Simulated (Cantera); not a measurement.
Source: NASA polynomial tables (part measured, part estimated), evaluated in Cantera. Values are per mole of reaction as written; species without (g) are pure solids or liquids, kept so even where they would boil at 1 bar.

Zr + 2 NO(g) ⇌ N2(g) + ZrO2(g)

```tsv
T (K)	ΔH° (kJ)	ΔS° (J/K)	ΔG° (kJ)	log10 K
2373	?	?	?	?
2423	-517.6	-28.1	-449.4	9.69
2473	-518.6	-28.6	-448.0	9.46
2523	?	?	?	?
2573	?	?	?	?
2623	?	?	?	?
```

Problem. Fill in the missing entries.

Solution. 
- 2373, ΔH° (kJ): -516.5
- 2373, ΔS° (J/K): -27.7
- 2373, ΔG° (kJ): -450.8
- 2373, log10 K: 9.92
- 2523, ΔH° (kJ): -519.7
- 2523, ΔS° (J/K): -29.0
- 2523, ΔG° (kJ): -446.5
- 2523, log10 K: 9.24
- 2573, ΔH° (kJ): -520.8
- 2573, ΔS° (J/K): -29.4
- 2573, ΔG° (kJ): -445.1
- 2573, log10 K: 9.03
- 2623, ΔH° (kJ): -521.9
- 2623, ΔS° (J/K): -29.9
- 2623, ΔG° (kJ): -443.6
- 2623, log10 K: 8.83
